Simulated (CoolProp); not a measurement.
Saturated liquid density (kg/m³) of m-xylene: the reference equation beside estimates from Tc = 343.7 °C, pc = 3.535 MPa, ω = 0.326. Rackett uses Z = 0.29056 − 0.08775 ω.

Model: reference Helmholtz-energy equation of state, Zhou 2012, in CoolProp.

```tsv
T (°C)	reference	Rackett	van der Waals
214.15	672.9	658.5	381.6
217.05	669.3	654.9	379.5
219.95	665.7	651.2	377.4
222.85	662.0	647.5	375.2
225.75	658.2	643.8	373.0
228.65	654.5	640.0	370.8
231.55	650.6	636.1	368.6
234.45	646.7	632.2	366.3
237.35	642.8	628.3	364.0
240.25	638.8	624.3	361.7
243.15	634.7	620.2	359.3
```

Absolute difference from the reference over all 11 rows, mean and median: Rackett 2.2 and 2.2 %, van der Waals 43.3 and 43.3 %.
